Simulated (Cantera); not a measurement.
Input: 1 mol HgO, 4.8 mol H₂, 0.21 mol N₂, at 1450 K and 31000 Pa.

Equilibrium computed with Cantera from the NASA thermochemical tables; the gas is ideal and each condensed phase is pure. Candidate condensed phases: H₂O, Hg, HgO; 25 gas species. The numbers say what is thermodynamically allowed, not how fast it happens.

Base state: H₂ 0.632, Hg 0.166, H₂O 0.166, N₂ 0.0349, H 1.35e-5 (mole fractions); condensed: gas only.

### Question
What changes in the equilibrium state with this change: HgO replaced by Hg?

### Answer
```csv
species,before,after
H₂,0.632,0.799
Hg,0.166,0.166
N₂,0.0349,0.0349
H₂O,0.166,0
H,1.35e-5,1.52e-5
```
